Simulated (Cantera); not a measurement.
A Cantera script and what it prints.

```python
import numpy as np
import cantera as ct

gas_names = [...]  # 114 gases of nasa_gas.yaml made of C, Fe, H, O
cond_names = """
    C(gr) C6H6(L) C7H8(L) C8H18(L),n-octa Fe(a) Fe(c) Fe(d) Fe(L) FeC5O5(L) FeO(s) FeO(L) Fe(OH)2(s)
    Fe(OH)3(s) Fe2O3(s) Fe3O4(s) H2O(s) H2O(L)
""".split()


# ... load() reads the species with a 1 bar reference pressure and builds the phases ...
atoms = {
    'Fe(CO)5': {'Fe': 1, 'C': 5, 'O': 5},
    'O2': {'O': 2},
    'H2': {'H': 2},
}
top_T = {'C(gr)': 4500, 'Fe2O3(s)': 1830, 'Fe3O4(s)': 1870}  # K; cautious upper limits of use, not melting points


# ... equilibrate(T, P, feed) seeds the gas with the atoms and calls Mixture.equilibrate('TP', solver="vcs", rtol=1e-11, max_steps=5000) ...
results = []
T = 898  # K
P = 1000  # Pa
for m in [0.28, 1.2, 2.2, 3.1, 4, 5, 5.9]:
    feed = {'Fe(CO)5': 1, 'O2': 0.29, 'H2': m}  # mol
    mix = equilibrate(T, P, feed)
    results.append((T, P, feed, dict(zip(mix.species_names, mix.species_moles))))

top = {s: max(r[3][s] / sum(r[3][g] for g in gas_names) for r in results) for s in gas_names}
cols = sorted((s for s in top if top[s] > 0.0001), key=lambda s: -top[s])[:9]
seen = [c for c in cond_names if any(r[3].get(c, 0) > 1e-12 for r in results)]
print("log10 of partial pressures in bar; condensed amounts in mol")
print(f"{'n(H2)':>10s}" + "".join(f"{s[:9]:>10s}" for s in cols + seen))
for T, P, feed, n in results:
    ng = sum(n[g] for g in gas_names)
    print(f"{feed['H2']:10.4g}" + "".join(f"{np.log10(max(n[s] / ng * P / 1e5, 1e-99)):10.3f}" for s in cols)
          + "".join(f"{n.get(c, 0):10.4g}" for c in seen))
```

Result:

```
log10 of partial pressures in bar; condensed amounts in mol
     n(H2)        CO        H2       CO2       H2O       CH4     Fe(a)
      0.28    -2.076    -3.299    -2.970    -4.560    -7.504         1
       1.2    -2.141    -2.735    -3.074    -4.034    -6.403         1
       2.2    -2.203    -2.535    -3.173    -3.871    -6.027         1
       3.1    -2.251    -2.436    -3.252    -3.803    -5.846         1
         4    -2.294    -2.370    -3.323    -3.765    -5.729         1
         5    -2.337    -2.317    -3.396    -3.742    -5.638         1
       5.9    -2.373    -2.282    -3.456    -3.732    -5.578         1
```

Method: chemical equilibrium by Gibbs-energy minimisation in Cantera with the NASA 1993 tables (ideal gas, pure condensed phases).
